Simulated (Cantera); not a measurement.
A perfectly stirred reactor is fed with 0.970 % H₂, 99.0 % O₂, at 0.0132 atm; it is held at 1150 K, and followed from long to short residence time.

Computed with Cantera and the H2/O2 subset of GRI-Mech 3.0, which has no nitrogen chemistry. Radical loss at walls, strong at low pressure, is not modelled.

x: mole fraction; the columns are a selection and need not sum to one.

| τ (s) | x H₂ | x O₂ | x O | x H₂O₂ | x OH | x HO₂ | x H₂O |
|---|---|---|---|---|---|---|---|
| 3.7 | 2.73e-5 | 0.989 | 0.000833 | 1.48e-8 | 0.000221 | 3.72e-7 | 0.00960 |
| 1.0 | 5.68e-5 | 0.988 | 0.00178 | 1.85e-8 | 0.000335 | 5.77e-7 | 0.00949 |
| 0.28 | ? | 0.987 | ? | ? | ? | ? | 0.00930 |
| 0.077 | 0.000275 | 0.985 | 0.00508 | 3.03e-8 | 0.000700 | 1.13e-6 | 0.00894 |
| 0.021 | ? | 0.983 | ? | ? | ? | ? | 0.00823 |
| 0.0058 | 0.00195 | 0.984 | 0.00547 | 7.61e-8 | 0.00133 | 1.74e-6 | 0.00674 |
| 0.0016 | 0.00519 | 0.986 | 0.00307 | 7.89e-8 | 0.00127 | 1.69e-6 | 0.00364 |

### Question
Fill in the missing entries.

### Answer

- 0.28, x H₂: 0.000119
- 0.28, x O: 0.00331
- 0.28, x H₂O₂: 2.28e-8
- 0.28, x OH: 0.000489
- 0.28, x HO₂: 8.30e-7
- 0.021, x H₂: 0.000715
- 0.021, x O: 0.00604
- 0.021, x H₂O₂: 4.71e-8
- 0.021, x OH: 0.000993
- 0.021, x HO₂: 1.45e-6
